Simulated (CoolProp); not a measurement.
Properties of carbonyl sulfide along the isobar 42.4 bar.

Values from CoolProp's reference Helmholtz-energy equation of state, Lemmon 2006. It is a short technical equation, of lower accuracy than the large ones.

```json
[
 {"T (°C)": "-113.85", "phase": "liquid", "Z": "___", "isothermal compressibility (1/MPa)": "0.0006484"},
 {"T (°C)": "-79.35", "phase": "liquid", "Z": "0.1275", "isothermal compressibility (1/MPa)": "0.0009155"},
 {"T (°C)": "-44.95", "phase": "liquid", "Z": "0.1148", "isothermal compressibility (1/MPa)": "0.001342"},
 {"T (°C)": "-10.45", "phase": "liquid", "Z": "0.1067", "isothermal compressibility (1/MPa)": "0.002105"},
 {"T (°C)": "23.95", "phase": "liquid", "Z": "0.1026", "isothermal compressibility (1/MPa)": "0.003730"},
 {"T (°C)": "58.35", "phase": "liquid", "Z": "___", "isothermal compressibility (1/MPa)": "___"},
 {"T (°C)": "92.85", "phase": "gas", "Z": "___", "isothermal compressibility (1/MPa)": "0.4220"},
 {"T (°C)": "127.25", "phase": "gas", "Z": "0.7795", "isothermal compressibility (1/MPa)": "0.3167"},
 {"T (°C)": "161.75", "phase": "gas", "Z": "0.8412", "isothermal compressibility (1/MPa)": "0.2850"},
 {"T (°C)": "196.15", "phase": "gas", "Z": "0.8810", "isothermal compressibility (1/MPa)": "0.2693"}
]
```

Q: Fill in the missing entries.

A: 
- -113.85, Z: 0.1471
- 58.35, Z: 0.1036
- 58.35, isothermal compressibility (1/MPa): 0.008767
- 92.85, Z: 0.6651
